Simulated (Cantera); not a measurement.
A Cantera script and what it prints.

```python
import numpy as np
import cantera as ct

gas_names = """
    AL ALH ALO ALOH ALO2 ALO2H AL2 AL2O AL2O2 H HALO HO2 H2 H2O H2O2 O OH O2 O3 Si SiH SiH2 SiH3 SiH4
    SiO SiO2 Si2 Si3
""".split()
cond_names = """
    AL(cr) AL(L) AL2O3(a) AL2O3(L) AL2SiO5(an) AL6Si2O13(s) H2O(s) H2O(L) Si(cr) Si(L) SiO2(Lqz)
    SiO2(hqz) SiO2(L)
""".split()


# ... load() reads the species with a 1 bar reference pressure and builds the phases ...
atoms = {
    'SiO2': {'Si': 1, 'O': 2},
    'Al2O3': {'AL': 2, 'O': 3},
    'H2': {'H': 2},
}
top_T = {'AL2SiO5(an)': 2000, 'AL6Si2O13(s)': 2100}  # K; cautious upper limits of use, not melting points


# ... equilibrate(T, P, feed) seeds the gas with the atoms and calls Mixture.equilibrate('TP', solver="vcs", rtol=1e-11, max_steps=5000) ...
results = []
feed = {'SiO2': 1, 'Al2O3': 0.76, 'H2': 73}  # mol
T = 2125  # K
P = 24000  # Pa
mix = equilibrate(T, P, feed)
results.append((T, P, feed, dict(zip(mix.species_names, mix.species_moles))))
print(gas.report(threshold=0.0001))
for i in range(1, mix.n_phases):
    print(f"{mix.phase(i).name:16s} {mix.phase_moles(i):12.5e} mol")
```

Result:

```
       temperature   2125 K
          pressure   24000 Pa
           density   0.003791 kg/m^3
  mean mol. weight   2.7909 kg/kmol
   phase of matter   gas

                          1 kg             1 kmol
                     ---------------   ---------------
          enthalpy        1.9538e+07        5.4528e+07  J
   internal energy        1.3207e+07         3.686e+07  J
           entropy             73790        2.0594e+05  J/K
    Gibbs function       -1.3727e+08       -3.8309e+08  J
 heat capacity c_p             12464             34785  J/K
 heat capacity c_v            9484.6             26470  J/K

                      mass frac. Y      mole frac. X     chem. pot. / RT
                     ---------------   ---------------   ---------------
                 H          0.002631         0.0072845           -10.569
                H2           0.69763           0.96577           -21.137
               H2O           0.08686          0.013456           -47.163
               SiO           0.21266          0.013463           -41.298
     [  +24 minor]        0.00021651        2.1678e-05

AL(L)             0.00000e+00 mol
AL2O3(a)          7.59695e-01 mol
Si(L)             0.00000e+00 mol
SiO2(L)           0.00000e+00 mol
```

Cantera equilibrium calculation (NASA polynomials, part measured and part estimated; ideal gas, pure solids and liquids).
